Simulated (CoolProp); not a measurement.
Values from CoolProp's reference Helmholtz-energy equation of state, McLinden 2015.

Problem. For the fluoroketone C6F12O (FK-5-1-12), give the phase and the cp (kJ/(kg K)), cv (kJ/(kg K)), speed of sound (m/s), Joule-Thomson coefficient (K/MPa) at 500 K and 3.74 MPa; 500 K and 8.72 MPa.

Solution. 
- 500 K and 3.74 MPa: supercritical; cp 1.46, cv 1.09, speed of sound 78.0, Joule-Thomson coefficient 6.81
- 500 K and 8.72 MPa: supercritical; cp 1.28, cv 1.07, speed of sound 183, Joule-Thomson coefficient 0.766
